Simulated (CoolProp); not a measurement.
A simple Rankine cycle with water: condensing at 311.15 K, boiler at 8.77 MPa, turbine inlet 589.6 K, turbine efficiency 0.75, pump efficiency 0.7, no recuperator. Each further row changes one setting.

The numbers come from the reference Helmholtz-energy equation of state, Wagner 2002 in CoolProp.

| case | thermal efficiency (%) | net work (kJ/kg) | heat in (kJ/kg) | turbine exit temperature (K) | volume ratio over the turbine |
|---|---|---|---|---|---|
| as stated | 28.4 | 755 | 2660 | 311.2 | 735 |
| turbine inlet 609.6 K | ? | 786 | ? | 311.2 | ? |
| condensing temperature 303.15 K | ? | 787 | 2690 | 303.1 | ? |
| boiler pressure 6.14 MPa | 27.7 | ? | 2770 | 311.2 | 481 |
| turbine efficiency 0.65 | ? | 653 | 2660 | 311.2 | 775 |

Q: Complete the blanks.

A: 
- turbine inlet 609.6 K, thermal efficiency (%): 28.7
- turbine inlet 609.6 K, heat in (kJ/kg): 2740
- turbine inlet 609.6 K, volume ratio over the turbine: 691
- condensing temperature 303.15 K, thermal efficiency (%): 29.3
- condensing temperature 303.15 K, volume ratio over the turbine: 1110
- boiler pressure 6.14 MPa, net work (kJ/kg): 767
- turbine efficiency 0.65, thermal efficiency (%): 24.6

The expansion ends wet for: as stated; turbine inlet 609.6 K; condensing temperature 303.15 K; boiler pressure 6.14 MPa; turbine efficiency 0.65.
